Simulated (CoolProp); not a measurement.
m-xylene along the isotherm 113.05 °C: density (kg/m³) from the reference equation and from simpler models built on Tc = 343.7 °C, pc = 3.535 MPa, ω = 0.326; each cubic takes its own stable root.

Values from CoolProp's reference Helmholtz-energy equation of state, Zhou 2012.

```json
[
 {"p (MPa)": "2.95", "phase": "liquid", "reference": "784.4"},
 {"p (MPa)": "5.89", "phase": "liquid", "reference": "788.1"},
 {"p (MPa)": "8.84", "phase": "liquid", "reference": "791.6"},
 {"p (MPa)": "11.8", "phase": "liquid", "reference": "795.0"},
 {"p (MPa)": "14.7", "phase": "liquid", "reference": "798.2"},
 {"p (MPa)": "17.7", "phase": "liquid", "reference": "801.3"},
 {"p (MPa)": "20.6", "phase": "liquid", "reference": "804.3"},
 {"p (MPa)": "23.6", "phase": "liquid", "reference": "807.2"},
 {"p (MPa)": "26.5", "phase": "liquid", "reference": "810.0"},
 {"p (MPa)": "29.5", "phase": "liquid", "reference": "812.7"},
 {"p (MPa)": "32.4", "phase": "liquid", "reference": "815.3"},
 {"p (MPa)": "35.3", "phase": "liquid", "reference": "817.8"}
]
```

Q: How far does each simpler model (van der Waals, Redlich-Kwong, Soave-Redlich-Kwong, Peng-Robinson) lie from the reference over these 12 states: mean and median of the absolute difference, and the worst?

A: 
- van der Waals: mean 40.1 %, median 39.7 %, worst -42.4 % at 113.05 °C and 2.95 MPa
- Redlich-Kwong: mean 14.5 %, median 14.3 %, worst -16.2 % at 113.05 °C and 2.95 MPa
- Soave-Redlich-Kwong: mean 12.2 %, median 12.1 %, worst -12.9 % at 113.05 °C and 2.95 MPa
- Peng-Robinson: mean 1.4 %, median 1.3 %, worst -1.7 % at 113.05 °C and 2.95 MPa
